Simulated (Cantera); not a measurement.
Input (Python, Cantera) and output of one run.

```python
import numpy as np
import cantera as ct

gas_names = """
    CL CL2 H HCL H2 Si SiCL SiCL2 SiCL3 SiCL4 SiH SiHCL3 SiH2 SiH2CL2 SiH3 SiH3CL SiH4 Si2 Si3
""".split()
cond_names = """
    Si(cr) Si(L)
""".split()


# ... load() reads the species with a 1 bar reference pressure and builds the phases ...
atoms = {
    'Si': {'Si': 1},
    'HCl': {'H': 1, 'CL': 1},
    'H2': {'H': 2},
}
top_T = {}  # K; cautious upper limits of use, not melting points


# ... equilibrate(T, P, feed) seeds the gas with the atoms and calls Mixture.equilibrate('TP', solver="vcs", rtol=1e-11, max_steps=5000) ...
results = []
T = 1048.15  # K
P = 170000  # Pa
for m in [0.51, 0.73, 1, 1.5, 2.1, 3, 4.3]:
    feed = {'Si': 1, 'HCl': m, 'H2': 1}  # mol
    mix = equilibrate(T, P, feed)
    results.append((T, P, feed, dict(zip(mix.species_names, mix.species_moles))))
    x = sorted(zip(gas.X, gas.species_names), reverse=True)
    print(f"T = {T:g} K  P = {P:g} Pa  n(HCl) = {m:g} mol  gas = {mix.phase_moles(0):.4g} mol")
    print("   x: " + "  ".join(f"{s} {v:.3e}" for v, s in x if v > 0.001))
    print("   condensed (mol): " + ("  ".join(f"{mix.phase(i).name} {mix.phase_moles(i):.4g}"
          for i in range(1, mix.n_phases) if mix.phase_moles(i) > 1e-12) or "none"))
```

Output:

```
T = 1048.15 K  P = 170000 Pa  n(HCl) = 0.51 mol  gas = 1.371 mol
   x: H2 8.852e-01  SiCL4 5.690e-02  SiHCL3 4.038e-02  HCL 1.278e-02  SiH2CL2 3.260e-03  SiCL3 1.033e-03
   condensed (mol): Si(cr) 0.8601
T = 1048.15 K  P = 170000 Pa  n(HCl) = 0.73 mol  gas = 1.532 mol
   x: H2 8.560e-01  SiCL4 7.584e-02  SiHCL3 4.925e-02  HCL 1.350e-02  SiH2CL2 3.639e-03  SiCL3 1.282e-03
   condensed (mol): Si(cr) 0.8001
T = 1048.15 K  P = 170000 Pa  n(HCl) = 1 mol  gas = 1.729 mol
   x: H2 8.279e-01  SiCL4 9.480e-02  SiHCL3 5.726e-02  HCL 1.404e-02  SiH2CL2 3.935e-03  SiCL3 1.515e-03
   condensed (mol): Si(cr) 0.7268
T = 1048.15 K  P = 170000 Pa  n(HCl) = 1.5 mol  gas = 2.094 mol
   x: H2 7.903e-01  SiCL4 1.212e-01  SiHCL3 6.727e-02  HCL 1.458e-02  SiH2CL2 4.247e-03  SiCL3 1.822e-03
   condensed (mol): Si(cr) 0.5914
T = 1048.15 K  P = 170000 Pa  n(HCl) = 2.1 mol  gas = 2.533 mol
   x: H2 7.598e-01  SiCL4 1.433e-01  SiHCL3 7.480e-02  HCL 1.491e-02  SiH2CL2 4.441e-03  SiCL3 2.066e-03
   condensed (mol): Si(cr) 0.4293
T = 1048.15 K  P = 170000 Pa  n(HCl) = 3 mol  gas = 3.192 mol
   x: H2 7.301e-01  SiCL4 1.656e-01  SiHCL3 8.169e-02  HCL 1.515e-02  SiH2CL2 4.585e-03  SiCL3 2.302e-03
   condensed (mol): Si(cr) 0.1866
T = 1048.15 K  P = 170000 Pa  n(HCl) = 4.3 mol  gas = 4.301 mol
   x: H2 6.798e-01  SiCL4 2.148e-01  HCL 8.766e-02  SiHCL3 1.706e-02
   condensed (mol): none
```

Equilibrium computed with Cantera from the NASA thermochemical tables; the gas is ideal and each condensed phase is pure. The tables' values for SiCl3 are old estimates; treat these amounts as uncertain.
